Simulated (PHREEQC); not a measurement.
PHREEQC input (ion-association model, wateq4f.dat):

```
SOLUTION_MASTER_SPECIES
  An  An-  0  An  62.0  # stands for a non-complexing anion
SOLUTION_SPECIES
  An- = An-
    -log_k 0
    -gamma 3.0 0
PHASES
  Fix_H+
    H+ = H+
    -log_k 0
SOLUTION 1
  temp 25
  units mmol/kgw
  pH 7 charge
  F 0.02
  Na 100.023
  S(6) 0.0016
  An 100
END
SELECTED_OUTPUT 1
  -reset false
  -pH true
  -pe true
  -ionic_strength true
  -water true
  -totals F Na S S(-2) S(6)
  -molalities Hfo_wOH Hfo_wOH2+ Hfo_wO- Hfo_sOH Hfo_sOH2+ Hfo_sO- Hfo_wF Hfo_wOHF- Hfo_wSO4- Hfo_wOHSO4-2
  -saturation_indices Mirabilite
USER_PUNCH 1
  -headings sigma psi
  10 PUNCH EDL("sigma", "Hfo"), EDL("psi", "Hfo")
PRINT
  -reset false
USE solution 1
SURFACE 1
  Hfo_wOH 0.000629213 600 0.28
  Hfo_sOH 1.57303e-05
EQUILIBRIUM_PHASES 1
  Fix_H+ -4 HAn 10
    -force_equality true
  O2(g) -0.68 10
END
# ... the last block is repeated for the other 12 points of pH, with NaOH or the acid as the point needs
```

Selected output (columns that matter, 13 of 13 rows; pH added in front):

```
pH	mu	F	Na	S	m_Hfo_wOH	m_Hfo_wOH2+	m_Hfo_wO-	m_Hfo_sOH	m_Hfo_sOH2+	m_Hfo_sO-	m_Hfo_wF	si_Mirabilite	sigma	psi
4	0.10042	4.7809e-06	0.10002	2.9207e-08	7.775e-05	0.00053441	2.5913e-07	1.997e-06	1.3727e-05	6.6559e-09	1.2428e-05	-9.1531	0.31197	0.1451
4.5	0.10029	5.5043e-06	0.10002	4.913e-08	0.00015334	0.00045866	1.1743e-06	3.9337e-06	1.1766e-05	3.0127e-08	9.5616e-06	-8.9258	0.26542	0.1369
5	0.10022	7.1321e-06	0.10002	1.0793e-07	0.00024344	0.00036772	3.6922e-06	6.2283e-06	9.4076e-06	9.4461e-08	6.3643e-06	-8.5835	0.20935	0.12487
5.5	0.10016	9.6533e-06	0.10002	2.8065e-07	0.00032777	0.00028102	8.7583e-06	8.3491e-06	7.1581e-06	2.2309e-07	3.6948e-06	-8.1682	0.15525	0.10984
6	0.10012	1.2738e-05	0.10002	6.9428e-07	0.00039446	0.00020958	1.7008e-05	9.9911e-06	5.3085e-06	4.3078e-07	1.8597e-06	-7.7747	0.10938	0.092558
6.5	0.10009	1.568e-05	0.10002	1.228e-06	0.00043991	0.00015623	2.8377e-05	1.108e-05	3.9351e-06	7.1475e-07	8.0801e-07	-7.527	0.072873	0.07333
7	0.10006	1.7835e-05	0.10002	1.5106e-06	0.00046599	0.00011926	4.1712e-05	1.1692e-05	2.9922e-06	1.0465e-06	3.0793e-07	-7.437	0.044495	0.052169
7.5	0.10004	1.9057e-05	0.10002	1.5842e-06	0.00047835	9.4325e-05	5.5574e-05	1.1977e-05	2.3617e-06	1.3915e-06	1.0682e-07	-7.4163	0.022317	0.02929
8	0.10003	1.9623e-05	0.10002	1.5976e-06	0.00048259	7.655e-05	6.9696e-05	1.2072e-05	1.9149e-06	1.7435e-06	3.5093e-08	-7.4126	0.0038358	0.0053024
8.5	0.10004	1.9855e-05	0.10005	1.5996e-06	0.00048143	6.2011e-05	8.5624e-05	1.2039e-05	1.5506e-06	2.1411e-06	1.1201e-08	-7.4118	-0.013979	-0.018926
9	0.10007	1.9943e-05	0.1001	1.5999e-06	0.00047424	4.8343e-05	0.00010657	1.1857e-05	1.2087e-06	2.6646e-06	3.5046e-09	-7.4115	-0.034313	-0.042494
9.5	0.10012	1.9977e-05	0.10017	1.6e-06	0.00045723	3.4958e-05	0.000137	1.1431e-05	8.7398e-07	3.4251e-06	1.0702e-09	-7.411	-0.060087	-0.064682
10	0.10024	1.9991e-05	0.10032	1.6e-06	0.00042461	2.2708e-05	0.00018188	1.0615e-05	5.6771e-07	4.5472e-06	3.1446e-10	-7.41	-0.093717	-0.085078
```

Complexes and solids missing from the database can't appear.
